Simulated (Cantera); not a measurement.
## Ignition delay

Mixture: 10.6 % CH4, 16.3 % O2, 55.2 % N2, 18.0 % CO2, equivalence ratio 1.3, at 1.60 bar, adiabatic and at constant pressure. Ignition delay is the time to a rise of 400 K.

Computed with Cantera and GRI-Mech 3.0 (53 species, 325 reactions).

```csv
T0 (K),delay (ms)
1223,32.1
1323,8.88
1423,2.72
1523,0.922
1623,0.353
1723,0.155
1823,0.0772
1923,0.0427
```

- apparent activation energy between 1723 and 1923 K: 180 kJ/mol
